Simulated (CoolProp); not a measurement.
R11 at 306.91 K and 1.04 MPa flows at 0.98 m/s in a round tube of 12.7 mm bore and 45 µm roughness, fully developed (64/Re and Nu = 3.66 if laminar; Colebrook and Gnielinski if turbulent). Each further row changes one setting.

Model: reference Helmholtz-energy equation of state, Jacobsen 1992, in CoolProp.

```csv
case,Reynolds number,Darcy friction factor,pressure drop (Pa/m),heat-transfer coefficient (W/(m² K)),mass flow (kg/h)
as stated,45200,0.0299,1650,…,652
velocity 1.96 m/s,90300,…,6330,4050,1300
diameter 25.4 mm,90300,0.0247,…,1810,…
```

Task: Some entries are withheld; supply them.

Result: 
- as stated, heat-transfer coefficient (W/(m² K)): 2060
- velocity 1.96 m/s, Darcy friction factor: 0.0287
- diameter 25.4 mm, pressure drop (Pa/m): 680
- diameter 25.4 mm, mass flow (kg/h): 2610

Viscosity comes from a separate model (Klein 1997), an estimate that may be off by 10 % or more. Thermal conductivity comes from a separate model (McLinden 2000), an estimate that may be off by 10 % or more.
